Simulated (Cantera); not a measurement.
Adiabatic ignition

An adiabatic, constant-pressure homogeneous reactor starts with 4.78 % CH4, 1.39 % CO, 19.7 % O2, 74.1 % N2, equivalence ratio 0.52, at 950 K and 1400000 Pa.

Model: GRI-Mech 3.0 (53 species, 325 reactions), integrated in Cantera. The pressure lies above the range GRI-Mech 3.0 was tuned for (to about 10 atm). Below about 1000 K GRI-Mech 3.0 lacks low-temperature oxidation paths.

```json
[
 {"t (s)": "4.00e-6", "T (K)": "950", "x CH4": "0.0478", "x CO": "0.0139", "x O2": "0.197", "x H2": "<1e-12", "x CH2O": "<1e-12"},
 {"t (s)": "1.23e-5", "T (K)": "950", "x CH4": "0.0478", "x CO": "0.0139", "x O2": "0.197", "x H2": "<1e-12", "x CH2O": "5.12e-12"},
 {"t (s)": "3.76e-5", "T (K)": "950", "x CH4": "0.0478", "x CO": "0.0139", "x O2": "0.197", "x H2": "<1e-12", "x CH2O": "5.01e-11"},
 {"t (s)": "0.000115", "T (K)": "950", "x CH4": "0.0478", "x CO": "0.0139", "x O2": "0.197", "x H2": "4.25e-12", "x CH2O": "4.83e-10"},
 {"t (s)": "0.000353", "T (K)": "950", "x CH4": "0.0478", "x CO": "0.0139", "x O2": "0.197", "x H2": "2.54e-11", "x CH2O": "4.80e-9"},
 {"t (s)": "0.00108", "T (K)": "950", "x CH4": "0.0478", "x CO": "0.0139", "x O2": "0.197", "x H2": "2.17e-10", "x CH2O": "4.95e-8"},
 {"t (s)": "0.00332", "T (K)": "950", "x CH4": "0.0478", "x CO": "0.0139", "x O2": "0.197", "x H2": "2.11e-9", "x CH2O": "4.58e-7"},
 {"t (s)": "0.0102", "T (K)": "950", "x CH4": "0.0478", "x CO": "0.0139", "x O2": "0.197", "x H2": "1.32e-8", "x CH2O": "2.51e-6"},
 {"t (s)": "0.0312", "T (K)": "950", "x CH4": "0.0478", "x CO": "0.0139", "x O2": "0.197", "x H2": "6.71e-8", "x CH2O": "1.03e-5"},
 {"t (s)": "0.0957", "T (K)": "951", "x CH4": "0.0477", "x CO": "0.0139", "x O2": "0.197", "x H2": "5.74e-7", "x CH2O": "5.08e-5"},
 {"t (s)": "0.294", "T (K)": "2074", "x CH4": "<1e-12", "x CO": "0.000130", "x O2": "0.0942", "x H2": "4.15e-5", "x CH2O": "<1e-12"},
 {"t (s)": "0.900", "T (K)": "2065", "x CH4": "<1e-12", "x CO": "0.000123", "x O2": "0.0921", "x H2": "3.93e-5", "x CH2O": "<1e-12"}
]
```
x: mole fraction; the columns are a selection and need not sum to one.

* **time of steepest temperature rise**: 0.221 s
* **temperature at 0.900 s**: 2065 K
* **equilibrium temperature**: 2064 K
* **x(CH4) at 0.900 s**: <1e-12 (gas-phase equilibrium <1e-12)
* **x(CO) at 0.900 s**: 0.000123 (gas-phase equilibrium 0.000122)
* **x(O2) at 0.900 s**: 0.0921 (gas-phase equilibrium 0.0919)
